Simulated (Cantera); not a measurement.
Equilibrium for silicon nitride deposition: SiHCl3 + NH3

Charge: 1 mol SiHCl3, 7.1 mol NH3, held at 0.0250 bar.

Method: chemical equilibrium by Gibbs-energy minimisation in Cantera with the NASA 1993 tables (ideal gas, pure condensed phases). Candidate condensed phases: NH4Cl, Si, Si3N4; 28 gas species. The tables' values for SiCl3, SiCl, SiN are old estimates; treat these amounts as uncertain. Gases not in the tables: Si2H6 and higher silanes. Equilibrium is a limit: real reactors are often held back by kinetics, nucleation or transport.

| T (°C) | log p H2 | log p N2 | log p HCl | log p SiCl2 | log p H | log p SiCl3 | log p Si | n Si3N4(s) | n Si(l) |
|---|---|---|---|---|---|---|---|---|---|
| 1052 | -1.81 | -2.33 | -2.32 | -4.86 | -6.69 | -5.33 | -12.49 | 0.327 | 0 |
| 1102 | -1.81 | -2.33 | -2.33 | -4.50 | -6.37 | -5.14 | -11.49 | 0.323 | 0 |
| 1152 | -1.81 | -2.33 | -2.34 | -4.16 | -6.07 | -4.98 | -10.57 | 0.315 | 0 |
| 1202 | -1.81 | -2.33 | -2.35 | -3.87 | -5.79 | -4.85 | -9.72 | 0.301 | 0 |
| 1252 | -1.80 | -2.32 | -2.37 | -3.62 | -5.53 | -4.76 | -8.92 | 0.279 | 0 |
| 1302 | -1.80 | -2.31 | -2.41 | -3.41 | -5.28 | -4.72 | -8.18 | 0.248 | 0 |
| 1352 | -1.80 | -2.30 | -2.45 | -3.25 | -5.05 | -4.72 | -7.48 | 0.209 | 0 |
| 1402 | -1.80 | -2.30 | -2.50 | -3.12 | -4.83 | -4.76 | -6.82 | 0.167 | 0 |
| 1452 | -1.79 | -2.29 | -2.57 | -3.02 | -4.63 | -4.83 | -6.21 | 0.124 | 0 |
| 1502 | -1.80 | -2.26 | -2.63 | -2.95 | -4.44 | -4.93 | -5.66 | 0 | 0.266 |
| 1552 | -1.80 | -2.26 | -2.62 | -2.96 | -4.25 | -5.03 | -5.34 | 0 | 0.280 |
| 1602 | -1.80 | -2.26 | -2.61 | -2.97 | -4.08 | -5.12 | -5.04 | 0 | 0.292 |
| 1652 | -1.80 | -2.26 | -2.60 | -2.99 | -3.92 | -5.21 | -4.76 | 0 | 0.300 |
log p: log10 of the partial pressure in bar; n: condensed amount in mol.

From 1052 °C to 1452 °C the condensed part is Si3N4(s). From 1502 °C to 1652 °C the condensed part is Si(l). The main Si-bearing gas is SiCl2 throughout. The share of Si in condensed phases is highest at 1052 °C (98.2 %) and lowest at 1502 °C (26.6 %).
